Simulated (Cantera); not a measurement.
Feed: 1 mol CH3F, 0.033 mol F2, 0.72 mol H2, at 85000 Pa.

Method: chemical equilibrium by Gibbs-energy minimisation in Cantera with the NASA 1993 tables (ideal gas, pure condensed phases). Candidate condensed phases: C, C6H6, C7H8, C8H18; 95 gas species. Equilibrium is a limit: real reactors are often held back by kinetics, nucleation or transport.

Task: What share of the C ends up in condensed phases as a function of T (K), at 1600, 1750, 1900, 2050, 2200, 2350, 2500, 2650, 2800, 2950, 3100, 3250, 3400?

Result: 
```csv
T (K),C condensed (%),as
1600,99.8,C(graphite)
1750,99.9,C(graphite)
1900,99.8,C(graphite)
2050,99.6,C(graphite)
2200,99.1,C(graphite)
2350,98.1,C(graphite)
2500,96.4,C(graphite)
2650,93.5,C(graphite)
2800,89.2,C(graphite)
2950,82.8,C(graphite)
3100,73.6,C(graphite)
3250,58.9,C(graphite)
3400,30.8,C(graphite)
```
